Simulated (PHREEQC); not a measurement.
A solution holds 0.035 mol CuCl2, 0.022 mol HCl, 0.0021 mol Zn(NO3)2 and 0.0025 mol BaCl2 per kg of water, at 25 °C. Closed to the air; pH follows from the charge balance.

The numbers come from PHREEQC with the ion-association model, phreeqc.dat.

Question: The ionic strength comes out as 0.134 mol/kgw. What activity coefficients do Ba+2, CuCl+, Zn+2, NO3-, ZnCl+ get?

Answer: Ba+2 0.33, CuCl+ 0.75, Zn+2 0.34, NO3- 0.73, ZnCl+ 0.75.

No solid was allowed to form.
